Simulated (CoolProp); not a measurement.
50 sccm (0 °C, 1 atm) of nitrogen bubbles through liquid R245ca at 276.7 K and leaves saturated at a total pressure of 0.15 MPa (ideal gas phase). Each further row changes one setting.

Model: reference Helmholtz-energy equation of state, Zhou 2016, in CoolProp.

| case | vapour pressure (kPa) | mole fraction of vapour | delivery (mg/min) | delivery (sccm) | change of delivery for a bath 1 K warmer (%) |
|---|---|---|---|---|---|
| as stated | 40.4 | 0.269 | 110 | 18.4 | 6.6 |
| bath temperature 281.7 K | 50.7 | 0.338 | 153 | 25.5 | 7.0 |
| total pressure 0.3 MPa | 40.4 | 0.135 | 46.5 | 7.77 | 5.5 |
